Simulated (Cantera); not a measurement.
A Cantera script and what it prints.

```python
import numpy as np
import cantera as ct

gas_names = """
    H HI HO2 H2 H2O H2O2 I I2 O OH O2 O3
""".split()
cond_names = """
    H2O(s) H2O(L) I2(cr) I2(L)
""".split()


# ... load() reads the species with a 1 bar reference pressure and builds the phases ...
atoms = {
    'HI': {'H': 1, 'I': 1},
    'O2': {'O': 2},
}
top_T = {}  # K; cautious upper limits of use, not melting points


# ... equilibrate(T, P, feed) seeds the gas with the atoms and calls Mixture.equilibrate('TP', solver="vcs", rtol=1e-11, max_steps=5000) ...
results = []
feed = {'HI': 1, 'O2': 0.1}  # mol
P = 8400  # Pa
for T in [2150, 2200, 2250, 2300, 2350, 2400, 2450, 2500, 2550, 2600, 2650]:
    mix = equilibrate(T, P, feed)
    results.append((T, P, feed, dict(zip(mix.species_names, mix.species_moles))))

top = {s: max(r[3][s] / sum(r[3][g] for g in gas_names) for r in results) for s in gas_names}
cols = sorted((s for s in top if top[s] > 1e-06), key=lambda s: -top[s])[:8]
seen = [c for c in cond_names if any(r[3].get(c, 0) > 1e-12 for r in results)]
print("log10 of partial pressures in bar; condensed amounts in mol")
print(f"{'T/K':>10s}" + "".join(f"{s[:9]:>10s}" for s in cols + seen))
for T, P, feed, n in results:
    ng = sum(n[g] for g in gas_names)
    print(f"{T:10.4g}" + "".join(f"{np.log10(max(n[s] / ng * P / 1e5, 1e-99)):10.3f}" for s in cols)
          + "".join(f"{n.get(c, 0):10.4g}" for c in seen))
```

It prints:

```
log10 of partial pressures in bar; condensed amounts in mol
       T/K         I        H2       H2O         H        HI        OH         O        O2
      2150    -1.269    -1.813    -1.947    -3.281    -2.552    -4.304    -5.925    -6.432
      2200    -1.268    -1.812    -1.949    -3.155    -2.598    -4.147    -5.648    -6.159
      2250    -1.267    -1.813    -1.952    -3.036    -2.643    -3.998    -5.382    -5.898
      2300    -1.266    -1.814    -1.955    -2.921    -2.687    -3.854    -5.127    -5.647
      2350    -1.266    -1.817    -1.959    -2.813    -2.730    -3.718    -4.883    -5.406
      2400    -1.267    -1.821    -1.964    -2.709    -2.772    -3.587    -4.649    -5.175
      2450    -1.268    -1.827    -1.970    -2.610    -2.814    -3.463    -4.425    -4.953
      2500    -1.269    -1.833    -1.979    -2.516    -2.856    -3.345    -4.210    -4.742
      2550    -1.271    -1.841    -1.990    -2.427    -2.897    -3.234    -4.005    -4.542
      2600    -1.273    -1.851    -2.004    -2.341    -2.938    -3.130    -3.810    -4.353
      2650    -1.276    -1.861    -2.022    -2.260    -2.980    -3.034    -3.624    -4.177
```

Cantera equilibrium calculation (NASA polynomials, part measured and part estimated; ideal gas, pure solids and liquids).
